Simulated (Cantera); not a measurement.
An adiabatic, constant-volume homogeneous reactor starts with CH3OH : O2 : N2 = 1 : 0.938 : 3.52 (molar parts), equivalence ratio 1.6, at 1725 K and 100000 Pa.

Cantera simulation using GRI-Mech 3.0 (53 species, 325 reactions); the numbers are that mechanism's predictions, not measurements. GRI-Mech 3.0 was tuned for natural gas; its chemistry of methanol as a main component is partial and can be far from experiment.

Task: Predict: time of steepest temperature rise; temperature at 0.700 s; equilibrium temperature; x(O2) at 0.700 s; x(H2) at 0.700 s.

Result: 
- time of steepest temperature rise: 28.4 µs
- temperature at 0.700 s: 2957 K
- equilibrium temperature: 2957 K
- x(O2) at 0.700 s: 0.00487 (gas-phase equilibrium 0.00487)
- x(H2) at 0.700 s: 0.0752 (gas-phase equilibrium 0.0752)
